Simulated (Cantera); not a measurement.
Feed: 1 mol SiHCl3, 3.6 mol NH3, 0.31 mol N2, at 7.50 Torr.

Equilibrium computed with Cantera from the NASA thermochemical tables; the gas is ideal and each condensed phase is pure. Candidate condensed phases: NH4Cl, Si, Si3N4; 28 gas species. Equilibrium is a limit: real reactors are often held back by kinetics, nucleation or transport.

### Question
What share of the Si ends up in condensed phases as a function of T (K), at 798, 898, 998, 1098, 1198, 1298, 1398, 1498, 1598?

### Answer
| T (K) | Si condensed (%) | as |
|---|---|---|
| 798 | 87.6 | Si3N4(s) |
| 898 | 91.1 | Si3N4(s) |
| 998 | 93.3 | Si3N4(s) |
| 1098 | 94.7 | Si3N4(s) |
| 1198 | 95.2 | Si3N4(s) |
| 1298 | 93.8 | Si3N4(s) |
| 1398 | 86.0 | Si3N4(s) |
| 1498 | 66.5 | Si3N4(s) |
| 1598 | 39.2 | Si3N4(s) |
